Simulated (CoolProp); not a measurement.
Properties of propylene along the isotherm 107.55 °C.

Computed with CoolProp (reference Helmholtz-energy equation of state, Lemmon 2013).

```tsv
p (bar)	phase	speed of sound (m/s)	isothermal compressibility (1/MPa)	expansivity (1/kK)
0.72	gas	289.2	13.96	2.666
1.48	gas	288.1	6.824	2.709
3.04	gas	285.7	3.358	2.800
6.24	gas	280.8	1.675	(withheld)
12.8	gas	270.2	0.8617	3.515
26.3	gas	(withheld)	0.4878	5.219
54	supercritical	181.8	0.6262	33.33
111	supercritical	426.7	0.02539	6.139
228	supercritical	653.9	(withheld)	2.902
```

Q: Some entries are withheld; supply them.

A: 
- 6.24, expansivity (1/kK): 3.005
- 26.3, speed of sound (m/s): 246.0
- 228, isothermal compressibility (1/MPa): 0.007759
